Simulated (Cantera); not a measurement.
Input: 1 mol SiCl4, 2.5 mol Cl2, 0.51 mol H2, equilibrated at 1200 K and 0.470 bar.

Cantera equilibrium calculation (NASA polynomials, part measured and part estimated; ideal gas, pure solids and liquids). Candidate condensed phases: Si; 19 gas species. Kinetics and transport are ignored.

Base state: Cl2 0.493, HCl 0.254, SiCl4 0.249, Cl 0.00484 (mole fractions); condensed: gas only.

Q: What changes in the equilibrium state with this change: 0.47 mol H2O added?

A: 
```
species               before    after
-------------------  -------  -------
Cl2                    0.493    0.419
HCl                    0.254    0.415
SiCl4                  0.249    0.162
Cl                   0.00484  0.00446
SiO2(β-quartz), mol        0    0.235
```
The tables hold silica as quartz up to 1696 K and as liquid above; real silica turns to tridymite and cristobalite and melts near 1996 K. Further candidate phases: H2O, SiO2.
